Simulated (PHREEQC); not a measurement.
**Buffer (model solution)**

Solution (20 °C): 0.0053 mol NaHCO3 and 5.6e-05 mol NaF per kg of water. Closed to the air; pH follows from the charge balance.

The numbers come from PHREEQC with the ion-association model, phreeqc.dat.

Precipitation was switched off in this run.

Question: Predict the pH, specific conductance, ionic strength.

Answer: pH 8.29; specific conductance 426 µS/cm; ionic strength 0.00539 mol/kgw.

Question: In which forms is C present?

Answer: HCO3- 98 %, CO2 1.1 %, CO3-2 1.0 % of the C.
